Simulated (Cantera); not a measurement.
Stirred combustor or abatement burner

A perfectly stirred reactor is fed with 15.8 % CO, 6.15 % H2, 15.9 % O2, 59.8 % N2, 2.37 % H2O, at 293 Torr; it is adiabatic with a 300 K inlet, and is followed from long to short residence time, starting on the burning branch (τ in s: 0.48, 0.15, 0.045, 0.014, 0.0043, 0.0013, 0.0004, 0.00012, 3.8e-05).

Model: GRI-Mech 3.0 (53 species, 325 reactions), integrated in Cantera.

```csv
τ (s),T (K),x CO,x H2,x O2,x OH,x HO2,x NO
0.48,2019,0.00390,0.000444,0.0565,0.00285,9.72e-7,0.000696
0.15,1991,0.00671,0.000780,0.0577,0.00370,1.22e-6,0.000339
0.045,1935,0.0121,0.00147,0.0599,0.00484,2.02e-6,0.000142
0.014,1848,0.0195,0.00257,0.0630,0.00586,3.70e-6,6.00e-5
0.0043,1725,0.0286,0.00408,0.0670,0.00634,6.51e-6,3.72e-5
0.0013,1556,0.0400,0.00569,0.0727,0.00571,1.07e-5,2.71e-5
0.00040,1257,0.0788,0.00751,0.0940,0.00273,2.37e-5,5.73e-6
0.00012,300,0.158,0.0615,0.159,<1e-12,<1e-12,<1e-12
3.8e-5,300,0.158,0.0615,0.159,<1e-12,<1e-12,<1e-12
```
x: mole fraction; the columns are a selection and need not sum to one.
